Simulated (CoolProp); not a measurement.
Propane at 278.98 K and 2.93 MPa is throttled through a valve to 1.59 MPa with no heat exchange. Each further row changes one setting.

The numbers come from the reference Helmholtz-energy equation of state, Lemmon 2009 in CoolProp.

```
case                       temperature change (K)                       final phase  final density (kg/m³)
-------------------------  ----------------------  --------------------------------  ---------------------
as stated                                     [?]                            liquid                    522
outlet pressure 0.477 MPa                    -5.7  two-phase, vapour fraction 0.041                    [?]
outlet pressure 2.07 MPa                      [?]                            liquid                    [?]
```

Q: What belongs in the gaps?

A: 
- as stated, temperature change (K): +0.3
- outlet pressure 0.477 MPa, final density (kg/m³): 173
- outlet pressure 2.07 MPa, temperature change (K): +0.2
- outlet pressure 2.07 MPa, final density (kg/m³): 524
